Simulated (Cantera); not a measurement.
Charge: 1 mol Cr, 0.011 mol O₂, 2.3 mol H₂, held at 0.133 bar.

Method: chemical equilibrium by Gibbs-energy minimisation in Cantera with the NASA 1993 tables (ideal gas, pure condensed phases). Candidate condensed phases: Cr, Cr₂O₃, H₂O; 13 gas species. Rates play no part.

**Question.** At 2375 K, list the 4 most abundant gas species with their mole fractions, and the condensed phases.

**Answer.** H₂ 0.707, Cr 0.254, H 0.0325, H₂O 0.00514. Condensed: Cr(l).
